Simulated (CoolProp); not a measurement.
A simple Rankine cycle with hexamethyldisiloxane (MM): condensing at 329.15 K, boiler at 0.935 MPa, turbine inlet 476 K, turbine efficiency 0.7, pump efficiency 0.7, no recuperator. Each further row changes one setting.

Model: reference Helmholtz-energy equation of state, Thol 2016, in CoolProp.

```json
[
 {"case": "as stated", "thermal efficiency (%)": "11.9", "net work (kJ/kg)": "52.9", "heat in (kJ/kg)": "446", "turbine exit temperature (K)": "433.1", "volume ratio over the turbine": "54.4"},
 {"case": "turbine inlet 496 K", "thermal efficiency (%)": "11.5", "net work (kJ/kg)": "56.4", "heat in (kJ/kg)": "490", "turbine exit temperature (K)": "___", "volume ratio over the turbine": "50.4"},
 {"case": "condensing temperature 321.15 K", "thermal efficiency (%)": "12.5", "net work (kJ/kg)": "___", "heat in (kJ/kg)": "462", "turbine exit temperature (K)": "430.4", "volume ratio over the turbine": "75.1"},
 {"case": "boiler pressure 0.654 MPa", "thermal efficiency (%)": "11.0", "net work (kJ/kg)": "50.1", "heat in (kJ/kg)": "457", "turbine exit temperature (K)": "440.7", "volume ratio over the turbine": "33.2"},
 {"case": "turbine efficiency 0.6", "thermal efficiency (%)": "10.1", "net work (kJ/kg)": "45.1", "heat in (kJ/kg)": "446", "turbine exit temperature (K)": "437.3", "volume ratio over the turbine": "___"}
]
```

Task: Fill in the missing entries.

Result: 
- turbine inlet 496 K, turbine exit temperature (K): 454.8
- condensing temperature 321.15 K, net work (kJ/kg): 57.8
- turbine efficiency 0.6, volume ratio over the turbine: 54.9
